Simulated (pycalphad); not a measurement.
Source of the numbers: pycalphad with the COST 507 light-alloy database (1999); pressure 1 atm. The database dates from 1999; later assessments differ in places, in temperatures and in the compounds included. Phase fractions are per mole of atoms. Kinetics are ignored, which matters at the lower temperatures.

Q: Give the equilibrium state of Si-50.77Ti (wt.%) at 520 K.

A: 
```
T = 520.00 K, P = 101325 Pa, N = 1 mol of atoms
G = -75954 J/mol, H = -58069 J/mol, S = 34.39 J/(mol K)  (SER reference)
chemical potentials (J/mol): Si -32808, Ti -147253
phase             fraction      x(Si)      x(Ti)
SI2TI               0.7380     0.6667     0.3333
SITI                0.2620     0.5000     0.5000
```

Q: Give the equilibrium state of Si-50.77Ti (wt.%) at 1760 K.

A: 
```
T = 1760.00 K, P = 101325 Pa, N = 1 mol of atoms
G = -143999 J/mol, H = 17850 J/mol, S = 91.96 J/(mol K)  (SER reference)
chemical potentials (J/mol): Si -99307, Ti -217853
phase             fraction      x(Si)      x(Ti)
LIQUID              0.9273     0.6326     0.3674
SITI                0.0727     0.5000     0.5000
```

Database names, with the compositions (at.%) that they take in these runs: SITI: Si 50 Ti 50; SI2TI: Si 67 Ti 33.
